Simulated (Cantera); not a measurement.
Input: 1 mol borazine, 2.5 mol N2, equilibrated at 1000 Pa.

Cantera equilibrium calculation (NASA polynomials, part measured and part estimated; ideal gas, pure solids and liquids). Candidate condensed phases: B, BN; 15 gas species. The feed counts by its element totals alone. Rates play no part. All values below are at 1348 K.

Base state: H2 0.545, N2 0.455, H 1.71e-5 (mole fractions); condensed: BN(s).

What changes in the equilibrium state with this change: 0.041 mol O2 added?


```json
[
 {"species": "H2", "before": "0.545", "after": "0.541"},
 {"species": "N2", "before": "0.455", "after": "0.457"},
 {"species": "HBO2", "before": "0", "after": "0.00147"},
 {"species": "H2O", "before": "0", "after": "0.000748"},
 {"species": "HBO", "before": "0", "after": "0.000202"},
 {"species": "BN(s), mol", "before": "3.00", "after": "2.95"},
 {"species": "B2O3(l), mol", "before": "0", "after": "0.0198"}
]
```
Mutual solubility and eutectic melting of coexisting phases are not modelled. Further candidate phases: B2O3, B3O3H3, H2O.
